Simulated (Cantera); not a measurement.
A closed system holds: 1 mol CS₂, 1.2 mol O₂, equilibrated at 1 atm.

These are equilibrium values from Cantera (NASA tables, ideal gas, pure condensed phases), not measurements of a reactor. Candidate condensed phases: C, S; 22 gas species. Equilibrium is a limit: real reactors are often held back by kinetics, nucleation or transport. All values below are at 2550 K.

Base state: CO 0.343, S₂ 0.234, SO₂ 0.182, SO 0.138, CO₂ 0.0699, S 0.0259, S₂O 0.00621, COS 0.00121 (mole fractions); condensed: gas only.

Question: What changes in the equilibrium state with this change: pressure from 1 atm to 43.0 mbar?

Answer: 
| species | before | after |
|---|---|---|
| CO | 0.343 | 0.351 |
| SO | 0.138 | 0.233 |
| S₂ | 0.234 | 0.148 |
| S | 0.0259 | 0.0998 |
| CO₂ | 0.0699 | 0.0312 |
| SO₂ | 0.182 | 0.134 |
| O | 0.000178 | 0.00182 |
| COS | 0.00121 | 0.000203 |
| O₂ | 9.38e-5 | 0.000420 |
| S₂O | 0.00621 | 0.00171 |
